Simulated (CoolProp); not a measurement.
Saturation properties of the fluoroketone C6F12O (FK-5-1-12) (Tc = 441.8 K, pc = 1869 kPa, ω = 0.471).

Model: reference Helmholtz-energy equation of state, McLinden 2015, in CoolProp.

```
T (K)  p (kPa)  vapour density (kg/m³)  enthalpy of vaporisation (kJ/kg)  liquid cp (kJ/(kg K))
-----  -------  ----------------------  --------------------------------  ---------------------
288.6    26.58                   3.589                                 ?                  1.097
309.4    63.51                       ?                             91.68                  1.110
330.2    132.7                   16.56                                 ?                  1.130
351      249.6                   30.77                             78.71                      ?
371.8    432.6                       ?                             70.93                  1.196
392.6    703.1                   91.51                                 ?                  1.254
413.5     1089                   156.6                             49.38                  1.374
434.3     1625                       ?                             29.44                      ?
```

Question: What belongs in the gaps?

Answer: 
- 288.6, enthalpy of vaporisation (kJ/kg): 97.45
- 309.4, vapour density (kg/m³): 8.181
- 330.2, enthalpy of vaporisation (kJ/kg): 85.51
- 351, liquid cp (kJ/(kg K)): 1.157
- 371.8, vapour density (kg/m³): 53.92
- 392.6, enthalpy of vaporisation (kJ/kg): 61.59
- 434.3, vapour density (kg/m³): 302.1
- 434.3, liquid cp (kJ/(kg K)): 1.997

It boils at 322.2 K under 1 atm.
